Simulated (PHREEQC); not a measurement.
# Alkaline etch or developer with spent oxide etchant: speciation

Solution A (64 mmol/kgw TMAH, 0.024 mmol/kgw H4SiO4 and 0.33 mmol/kgw (CH3)4NCl) is mixed with solution B (0.0067 mol NH4HF2 and 0.0038 mol (NH4)2SiF6 per kg of water) at 20 °C; shares are by mass of water, 1 kg in all. Oxygen is held at 0.21 atm. No CO2 enters from the air. Solids allowed: SiO2(a). Others were left out.

Equilibrium calculation in PHREEQC: ion-association model, wateq4f.dat.

```tsv
share of solution B	pH	SiO2(a) (mol)	SiF6-2 (mol/kgw)
0	12.88	0	0
0.1	12.80	0	0
0.2	12.71	0	0
0.3	12.59	0	0
0.4	12.43	0	0
0.5	12.17	0	0
0.6	11.34	0	0
0.7	9.19	0.000525	0
0.8	5.12	0.000169	0.00113
0.9	4.45	0	0.00318
1	3.19	0	0.00380
```

SiO2(a) from share of solution B = 0.7 (pH 9.19), last present at share of solution B = 0.8.

Species that the database lacks are ignored. (CH3)4N+ isn't in the database: it is added as a free cation with an ion size of 4 Å. SiF6-2 is the database's only silicon fluoride.
